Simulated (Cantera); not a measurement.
A Cantera script and what it prints.

```python
import numpy as np
import cantera as ct

gas_names = """
    H HNO HNO2 HNO3 HO2 H2 H2O H2O2 N NH NH2 NH3 NH2OH NO NO2 NO3 N2 N2H2 N2H4 N2O O OH O2 O3 Pb PbO Pb2
""".split()
cond_names = """
    H2O(s) H2O(L) Pb(cr) Pb(L) PbO(rd) PbO(yw) PbO(L) PbO2(s) Pb3O4(s)
""".split()


def load(file, names, dense=False):
    # The tables refer to 1 bar. Condensed volumes are neglected.
    table = {s.name: s for s in ct.Species.list_from_file(file)}
    out = []
    for n in names:
        d = dict(table[n].input_data)
        d["thermo"] = dict(d["thermo"], **{"reference-pressure": 1e5})
        if dense:
            d["equation-of-state"] = {"model": "constant-volume", "density": "1e6 g/cm^3"}
        out.append(ct.Species.from_dict(d))
    return out


gas = ct.Solution(thermo="ideal-gas", species=load("nasa_gas.yaml", gas_names))
cond = {s.name: ct.Solution(thermo="fixed-stoichiometry", species=[s], name=s.name)
        for s in load("nasa_condensed.yaml", cond_names, dense=True)}
atoms = {
    'PbO': {'Pb': 1, 'O': 1},
    'H2': {'H': 2},
    'N2': {'N': 2},
}
top_T = {'Pb3O4(s)': 820}  # K; cautious upper limits of use, not melting points


def equilibrate(T, P, feed):
    n = {}
    for name, mol in feed.items():
        for a, k in atoms[name].items():
            n[a] = n.get(a, 0.0) + k * mol
    gas.TPX = T, P, n
    mass = sum(n.values()) * gas.mean_molecular_weight
    gas.equilibrate("TP")
    valid = [c for c in cond.values() if c.min_temp <= T <= top_T.get(c.name, c.max_temp)]
    mix = ct.Mixture([(gas, mass / gas.mean_molecular_weight)] + [(c, 0.0) for c in valid])
    mix.T, mix.P = T, P
    mix.equilibrate("TP", solver="vcs", rtol=1e-11, max_steps=5000)
    return mix


results = []
feed = {'PbO': 1, 'H2': 2.2, 'N2': 0.12}  # mol
T = 748.15  # K
P = 100000  # Pa
mix = equilibrate(T, P, feed)
results.append((T, P, feed, dict(zip(mix.species_names, mix.species_moles))))
x = sorted(zip(gas.X, gas.species_names), reverse=True)
print(f"T = {T:g} K  P = {P:g} Pa  gas = {mix.phase_moles(0):.4g} mol")
print("   x: " + "  ".join(f"{s} {v:.3e}" for v, s in x if v > 0.001))
print("   condensed (mol): " + ("  ".join(f"{mix.phase(i).name} {mix.phase_moles(i):.4g}"
      for i in range(1, mix.n_phases) if mix.phase_moles(i) > 1e-12) or "none"))
```

Output:

```
T = 748.15 K  P = 100000 Pa  gas = 2.319 mol
   x: H2 5.168e-01  H2O 4.312e-01  N2 5.153e-02
   condensed (mol): Pb(L) 1
```

Method: chemical equilibrium by Gibbs-energy minimisation in Cantera with the NASA 1993 tables (ideal gas, pure condensed phases).
